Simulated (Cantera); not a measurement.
Adiabatic ignition

An adiabatic, constant-volume homogeneous reactor starts with CH4 : C2H6 : O2 : N2 = 1 : 0.038 : 1.42 : 15.6 (molar parts), equivalence ratio 1.5, at 1250 K and 930000 Pa.

Model: GRI-Mech 3.0 (53 species, 325 reactions), integrated in Cantera.

```
t (s)     T (K)  P (bar)     x CH4   x C2H6     x O2    x HCN     x H2O
--------  -----  -------  --------  -------  -------  -------  --------
5.00e-6    1250     9.30    0.0554  0.00210   0.0786   <1e-12   2.98e-9
1.13e-5    1250     9.30    0.0554  0.00210   0.0786   <1e-12   1.51e-8
2.55e-5    1250     9.30    0.0554  0.00210   0.0786   <1e-12   8.19e-8
5.74e-5    1250     9.30    0.0554  0.00210   0.0786   <1e-12   4.86e-7
0.000130   1250     9.30    0.0554  0.00210   0.0786   <1e-12   3.33e-6
0.000292   1250     9.30    0.0554  0.00210   0.0786   <1e-12   2.29e-5
0.000660   1251     9.31    0.0553  0.00208   0.0785   <1e-12  0.000105
0.00149    1253     9.32    0.0549  0.00205   0.0783   <1e-12  0.000421
0.00336    1281     9.54    0.0514  0.00191   0.0753   <1e-12   0.00398
0.00758    2158     16.7   1.74e-8   <1e-12  2.16e-7  9.03e-7    0.0768
0.0171     2158     16.7  1.11e-10   <1e-12  2.16e-7  2.34e-7    0.0768
0.0386     2158     16.7  1.10e-10   <1e-12  2.17e-7  1.58e-7    0.0768
0.0871     2158     16.7  1.10e-10   <1e-12  2.17e-7  1.21e-7    0.0768
0.196      2158     16.7  1.10e-10   <1e-12  2.17e-7  1.15e-7    0.0768
0.443      2158     16.7  1.10e-10   <1e-12  2.17e-7  1.15e-7    0.0768
1.00       2158     16.7  1.10e-10   <1e-12  2.17e-7  1.15e-7    0.0768
```
x: mole fraction; the columns are a selection and need not sum to one.

```yaml
time_of_steepest_temperature_rise: 4.18 ms
temperature at 1.00 s: 2158 K
equilibrium_temperature: 2158 K
x(CH4) at 1.00 s: 1.10e-10 (gas-phase equilibrium 1.22e-10)
x(C2H6) at 1.00 s: <1e-12 (gas-phase equilibrium <1e-12)
x(O2) at 1.00 s: 2.17e-7 (gas-phase equilibrium 2.17e-7)
```
